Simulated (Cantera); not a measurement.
A perfectly stirred reactor is fed with 0.217 % H₂, 21.7 % O₂, 78.1 % N₂, equivalence ratio 0.0050, at 0.0330 bar; it is held at 1248 K, and followed from long to short residence time.

Detailed kinetics in Cantera: the H2/O2 subset of GRI-Mech 3.0, which has no nitrogen chemistry. Radical loss at walls, strong at low pressure, is not modelled.

x: mole fraction; the columns are a selection and need not sum to one.

```
τ (s)       x H₂   x O₂    x HO₂      x OH   x H₂O₂    x H₂O
------  --------  -----  -------  --------  -------  -------
0.47     2.21e-5  0.216  2.73e-7  0.000129  6.70e-9  0.00207
0.28     3.03e-5  0.216  3.15e-7  0.000148  7.68e-9  0.00205
0.16     4.32e-5  0.215  3.63e-7  0.000172  8.88e-9  0.00202
0.096          …  0.215        …         …        …  0.00198
0.056          …  0.215        …         …        …  0.00193
0.033   0.000133  0.215  5.11e-7  0.000257  1.43e-8  0.00187
0.019   0.000203  0.215  5.66e-7  0.000295  1.73e-8  0.00177
0.011   0.000313  0.215  6.19e-7  0.000333  2.09e-8  0.00163
0.0067  0.000464  0.215  6.59e-7  0.000362  2.40e-8  0.00147
0.0039  0.000711  0.216  6.83e-7  0.000376  2.60e-8  0.00121
```

### Question
Fill in the missing entries.

### Answer

- 0.096, x H₂: 6.09e-5
- 0.096, x HO₂: 4.08e-7
- 0.096, x OH: 0.000197
- 0.096, x H₂O₂: 1.02e-8
- 0.056, x H₂: 8.93e-5
- 0.056, x HO₂: 4.59e-7
- 0.056, x OH: 0.000225
- 0.056, x H₂O₂: 1.20e-8
